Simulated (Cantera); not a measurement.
**Thermodynamics of silicon etching in halogen gases, feed Si + Cl2 + H2**

Feed: 1 mol Si, 2 mol Cl2, 55 mol H2, held at 170 Pa.

These are equilibrium values from Cantera (NASA tables, ideal gas, pure condensed phases), not measurements of a reactor. Candidate condensed phases: Si; 19 gas species. The tables' values for SiCl3 are old estimates; treat these amounts as uncertain. Rates play no part.

From 623 K to 773 K nothing is condensed. From 823 K to 1223 K the condensed part is Si(s). The main Si-bearing gas is SiCl4 at 623 K and SiCl2 at 1223 K.

```csv
T (K),x H2,x HCl,x SiCl4,x SiCl2,x SiHCl3,n Si(s)
623,0.981,0.000881,0.0170,1.29e-9,0.000876,0
673,0.981,0.00144,0.0164,3.70e-8,0.00142,0
723,0.980,0.00217,0.0157,6.60e-7,0.00212,0
773,0.979,0.00309,0.0148,7.96e-6,0.00295,0
823,0.977,0.00578,0.0141,3.76e-5,0.00288,0.0370
873,0.974,0.0102,0.0130,0.000137,0.00265,0.0989
923,0.969,0.0168,0.0114,0.000416,0.00234,0.185
973,0.962,0.0253,0.00899,0.00107,0.00192,0.290
1023,0.954,0.0350,0.00611,0.00228,0.00141,0.398
1073,0.947,0.0440,0.00330,0.00397,0.000872,0.485
1123,0.942,0.0499,0.00137,0.00559,0.000443,0.533
1173,0.939,0.0526,0.000472,0.00671,0.000196,0.547
1223,0.939,0.0534,0.000155,0.00739,8.42e-5,0.543
```
x: gas mole fraction; n: condensed amount in mol.
